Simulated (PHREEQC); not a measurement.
Solution A (0.24 mol/kgw HF, 3.4e-05 mol/kgw NH4F and 0.001 mol/kgw (NH4)2SiF6) is mixed with solution B (0.59 mol/kgw HCl, 0.0089 mol/kgw CaCl2 and 0.00091 mol/kgw LiCl) at 20 °C; shares are by mass of water, 1 kg in all. O2 is buffered at 0.21 atm. CO2 from the air is kept out. The run lets Fluorite, Portlandite, SiO2(a) precipitate or redissolve, and no other solid.

The series has 11 steps of share of solution B, from 0 to 1.

Model: ion-association model, wateq4f.dat, run in PHREEQC.

### Question
Which solids form, in which order, and at which step of the series does each first stand?

### Answer
Fluorite from share of solution B = 0.1 (pH 1.27), last present at share of solution B = 0.7.

wateq4f.dat counts part of the HF as a dimer, H2F2, which phreeqc.dat doesn't know; its constant is uncertain. SiF6-2 is the database's only silicon fluoride.
